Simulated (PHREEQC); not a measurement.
0.043 g of hydrous ferric oxide (600 m²/g; 0.2 weak and 0.005 strong sites per Fe, Dzombak-Morel constants, diffuse double layer) in 1 kg of water with 0.3 mol/kgw of an inert sodium salt and 0.22 mmol/kgw NaH2PO4, at 25 °C; the pH is set by adding NaOH or the inert anion's acid. Oxygen alone is held at its pressure in air (log pO2 = -0.68). No CO2 enters from the air. Nothing may precipitate in this run.

Base run: PHREEQC, ion-association model, wateq4f.dat. Each further column changes one thing. The table gives surface charge σ (C/m²).

```tsv
pH	base	background salt from 0.3 to 0.03 mol/kgw	oxide from 0.043 to 0.21 g/kgw	7.9e-05 mol/kgw MgCl2 added
3	0.044	…	0.195	0.044
3.67	0.040	0.019	0.175	0.040
4.33	0.031	0.013	0.138	0.031
5.67	-0.005	-0.003	0.055	-0.005
6.33	-0.025	…	0.021	-0.025
7	-0.042	-0.017	-0.009	-0.042
7.67	-0.053	-0.023	-0.034	…
8.33	-0.065	-0.028	…	-0.055
9.67	-0.112	…	…	-0.038
10.33	-0.168	-0.083	-0.168	-0.036
11	-0.244	-0.138	-0.244	-0.045
```

Q: Some entries are withheld; supply them.

A: 
- 3, background salt from 0.3 to 0.03 mol/kgw: 0.024
- 6.33, background salt from 0.3 to 0.03 mol/kgw: -0.010
- 7.67, 7.9e-05 mol/kgw MgCl2 added: -0.052
- 8.33, oxide from 0.043 to 0.21 g/kgw: -0.056
- 9.67, background salt from 0.3 to 0.03 mol/kgw: -0.050
- 9.67, oxide from 0.043 to 0.21 g/kgw: -0.111

H3PO4, which wateq4f.dat lacks, is added to it with the constant of phreeqc.dat. The oxide is taken as insoluble; below pH 4 it would dissolve.
